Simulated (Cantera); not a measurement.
Input (Python, Cantera):

```python
import numpy as np
import cantera as ct

gas = ct.Solution("gri30.yaml")


def delay(T, t_max=10):
    gas.TPX = T, 100000, {'C3H8': 1, 'O2': 2.78, 'N2': 10.4}
    reactor = ct.IdealGasConstPressureReactor(gas, clone=False)
    net = ct.ReactorNet([reactor])
    net.rtol, net.atol = 1e-8, 1e-16
    while net.time < t_max:
        t_old, T_old = net.time, reactor.T
        net.step()
        if reactor.T > T + 400:  # ignition: a rise of 400 K
            return t_old + (T + 400 - T_old) / (reactor.T - T_old) * (net.time - t_old)
    return np.nan


taus = []
for T in [1225, 1300, 1375, 1450, 1525, 1600, 1675, 1750, 1825, 1900]:
    taus.append(delay(T))
    print(f"T0 = {T:6g} K   tau = {taus[-1]:.4e} s")
```

Output:

```
T0 =   1225 K   tau = 3.9128e-03 s
T0 =   1300 K   tau = 1.0329e-03 s
T0 =   1375 K   tau = 3.4158e-04 s
T0 =   1450 K   tau = 1.3916e-04 s
T0 =   1525 K   tau = 6.7860e-05 s
T0 =   1600 K   tau = 3.8322e-05 s
T0 =   1675 K   tau = 2.4270e-05 s
T0 =   1750 K   tau = 1.6767e-05 s
T0 =   1825 K   tau = 1.2364e-05 s
T0 =   1900 K   tau = 9.5756e-06 s
```

Model: GRI-Mech 3.0 (53 species, 325 reactions), integrated in Cantera. GRI-Mech 3.0 was tuned for natural gas; its chemistry of propane as a main component is partial and can be far from experiment.
